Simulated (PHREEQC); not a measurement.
## Hard or scaling water: speciation

Consider water at 20 °C with 0.0037 mol MgCl2, 5e-06 mol CO2 and 0.0016 mol MgSO4 per kg of water. Closed to the air; pH follows from the charge balance.

All values are PHREEQC results (Pitzer model, pitzer.dat), not measurements.

This is a speciation only: nothing precipitates in the calculation.

Question: Predict the pH.

Answer: pH 5.92.

Question: In which forms is C present?

Answer: CO2 71 %, HCO3- 29 % of the C.

Species that the database lacks are ignored.
